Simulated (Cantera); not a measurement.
What does this Cantera script print?

```python
import numpy as np
import cantera as ct

gas = ct.Solution("gri30.yaml")
gas.TPX = 1323, 1333, {'N2O': 1, 'O2': 0.71, 'N2': 0.0038}
reactor = ct.IdealGasConstPressureReactor(gas, energy="off", clone=False)
net = ct.ReactorNet([reactor])
net.rtol, net.atol = 1e-08, 1e-18
show = ['N2O', 'O2', 'NO', 'NO2', 'N2', 'O']
times = np.geomspace(7e-06, 10, 14)

steps = ct.SolutionArray(gas, extra=["t"])
rows = []
print(f"{'t/s':>10s}{'T/K':>9s}{'P/Pa':>11s}" + "".join(f"{s:>11s}" for s in show))
for t in times:
    while net.time < t:
        t_next = net.step()
        steps.append(gas.state, t=t_next)
    rows.append([np.interp(t, steps.t, y) for y in (steps.T, steps.P, *steps(*show).X.T)])
    print(f"{t:10.3e}{rows[-1][0]:9.1f}{rows[-1][1]:11.4g}" + "".join(f"{x:11.3e}" for x in rows[-1][2:]))
rate = np.gradient(steps.T, steps.t)
print("integrator steps:", len(steps.t))
if steps.T.max() > steps.T[0] + 200:
    print(f"time of steepest temperature rise: {steps.t[rate.argmax()]:.4e} s")
gas.TPX = 1323, 1333, {'N2O': 1, 'O2': 0.71, 'N2': 0.0038}
gas.equilibrate("TP")
print(f"equilibrium (TP): T = {gas.T:.1f} K  " + "  ".join(f"{s} {gas[s].X[0]:.3e}" for s in show))
```

Result:

```
       t/s      T/K       P/Pa        N2O         O2         NO        NO2         N2          O
 7.000e-06   1323.0       1333  5.835e-01  4.143e-01  2.983e-10  8.724e-19  2.217e-03  1.378e-07
 2.082e-05   1323.0       1333  5.835e-01  4.143e-01  2.619e-09  2.310e-17  2.218e-03  4.044e-07
 6.194e-05   1323.0       1333  5.835e-01  4.143e-01  2.252e-08  6.089e-16  2.219e-03  1.157e-06
 1.843e-04   1323.0       1333  5.835e-01  4.143e-01  1.845e-07  1.616e-14  2.221e-03  3.072e-06
 5.482e-04   1323.0       1333  5.835e-01  4.143e-01  1.325e-06  4.121e-13  2.232e-03  6.703e-06
 1.631e-03   1323.0       1333  5.834e-01  4.143e-01  7.165e-06  8.347e-12  2.268e-03  9.829e-06
 4.851e-03   1323.0       1333  5.833e-01  4.143e-01  2.736e-05  1.110e-10  2.385e-03  1.027e-05
 1.443e-02   1323.0       1333  5.828e-01  4.144e-01  8.779e-05  1.115e-09  2.734e-03  1.027e-05
 4.293e-02   1323.0       1333  5.813e-01  4.146e-01  2.672e-04  9.854e-09  3.769e-03  1.027e-05
 1.277e-01   1323.0       1333  5.770e-01  4.153e-01  7.977e-04  7.671e-08  6.828e-03  1.027e-05
 3.799e-01   1323.0       1333  5.645e-01  4.174e-01  2.347e-03  4.715e-07  1.577e-02  1.027e-05
 1.130e+00   1323.0       1333  5.290e-01  4.233e-01  6.719e-03  1.988e-06  4.099e-02  1.027e-05
 3.362e+00   1323.0       1333  4.383e-01  4.382e-01  1.790e-02  6.135e-06  1.055e-01  1.026e-05
 1.000e+01   1323.0       1333  2.589e-01  4.679e-01  3.999e-02  1.494e-05  2.332e-01  1.022e-05
integrator steps: 554
equilibrium (TP): T = 1323.0 K  N2O 3.238e-09  O2 5.463e-01  NO 5.639e-04  NO2 1.035e-06  N2 4.531e-01  O 1.714e-06
```

Model: GRI-Mech 3.0 (53 species, 325 reactions), integrated in Cantera. GRI-Mech 3.0 was tuned for natural gas; its chemistry of N2O as a main component is partial and can be far from experiment. Radical loss at walls, strong at low pressure, is not modelled. The mechanism lacks the step 2 NO + O2 → 2 NO2, which can matter for NO2 below about 1400 K. The temperature is held fixed by assumption; the heat of reaction is taken as removed at once.
